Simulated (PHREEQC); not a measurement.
Dissolve 0.21 mol H2SO4, 0.0012 mol FeSO4 and 0.0022 mol Na2SO4 per kg of water at 25 °C. Closed to the air; pH follows from the charge balance.

Model: ion-association model, wateq4f.dat, run in PHREEQC.

The pH is 0.73 and the ionic strength comes out as 0.269 mol/kgw. The activity of water is 0.992 and the total alkalinity is -420 meq/kg.

```
species  molality  activity   log γ
-------  --------  --------  ------
H+          0.235     0.185  -0.104
HSO4-       0.185     0.131  -0.150
SO4-2      0.0279   0.00729  -0.582
Na+       0.00424   0.00310  -0.137
Fe+2     0.000598  0.000179  -0.523
FeHSO4+  0.000383  0.000282  -0.133
FeSO4    0.000218  0.000233   0.027
NaSO4-   0.000155  0.000113  -0.138
```

Precipitation was switched off in this run.
